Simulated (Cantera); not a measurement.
A perfectly stirred reactor is fed with CH4 : O2 : N2 : H2O = 1 : 3.77 : 14.2 : 0.074 (molar parts), equivalence ratio 0.53, at 100000 Pa; it is adiabatic with a 600 K inlet, and is followed from long to short residence time, starting on the burning branch (τ in s: 0.035, 0.016, 0.0073, 0.0033, 0.0015, 0.00069, 0.00031, 0.00014, 6.4e-05).

Model: GRI-Mech 3.0 (53 species, 325 reactions), integrated in Cantera.

One state of this run: T (K) = 1602; x CH4 = 0.000661; x O2 = 0.0991; x CH2 = 2.43e-6; x NO2 = 3.11e-9; x C2H = 4.06e-11; x CO = 0.0126; x CO2 = 0.0385. x: mole fraction; the columns are a selection and need not sum to one.

Q: Which value of τ (s) does it belong to?
A) 0.035
B) 6.4e-5
C) 0.0033
D) 0.00031

A: D, 0.00031
